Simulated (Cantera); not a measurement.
A closed system holds: 1 mol Fe₂O₃, 2.8 mol CH₄, 0.37 mol H₂, at 6.83 Torr.

Cantera equilibrium calculation (NASA polynomials, part measured and part estimated; ideal gas, pure solids and liquids). Candidate condensed phases: C, C₆H₆, C₇H₈, C₈H₁₈, Fe, Fe(CO)₅, FeO, Fe(OH)₂, Fe(OH)₃, Fe₂O₃, Fe₃O₄, H₂O; 114 gas species. Rates play no part. All values below are at 2050 K.

Base state: H₂ 0.599, CO 0.292, Fe 0.0692, H₂O 0.0190, H 0.0184, CO₂ 0.00194, OH 6.37e-5, FeO 4.91e-5 (mole fractions); condensed: Fe(l).

Task: What changes in the equilibrium state with this change: Fe₂O₃ replaced by TiO₂?

Result: 
```
species       before     after
-----------  -------  --------
H₂             0.599     0.740
CO             0.292     0.239
H             0.0184    0.0205
Fe            0.0692         0
H₂O           0.0190   4.94e-5
TiO                0  0.000169
Ti                 0   6.84e-5
FeO          4.91e-5         0
CO₂          0.00194   3.34e-6
OH           6.37e-5   1.49e-7
Fe(l), mol      1.34         0
TiC(s), mol        0     0.900
TiO(l), mol        0    0.0982
```
Mutual solubility and eutectic melting of coexisting phases are not modelled. TiC, TiO: taken at fixed stoichiometry. Condensed phases not in the tables: solid solutions among these carbides, nitrides and lower oxides. Further candidate phases: Ti, TiC, TiO, TiO₂, Ti₂O₃, Ti₃O₅, Ti₄O₇.

Task: What changes in the equilibrium state with this change: CH₄ from 2.8 to 0.71 mol?

Result: 
```csv
species,before,after
H₂,0.599,0.442
CO,0.292,0.238
H₂O,0.0190,0.209
CO₂,0.00194,0.0236
H,0.0184,0.0158
Fe,0.0692,0.0692
Fe(OH)₂,6.23e-7,0.000103
O,1.41e-6,2.11e-5
FeO,4.91e-5,0.000734
OH,6.37e-5,0.000817
"Fe(l), mol",1.34,0.156
"FeO(l), mol",0,1.65
```
Each liquid is taken as pure. Mutual solubility and eutectic melting of coexisting phases are not modelled. The tables' stoichiometric FeO is somewhat more stable than real wüstite, so its field is too wide. FeO: taken at fixed stoichiometry.
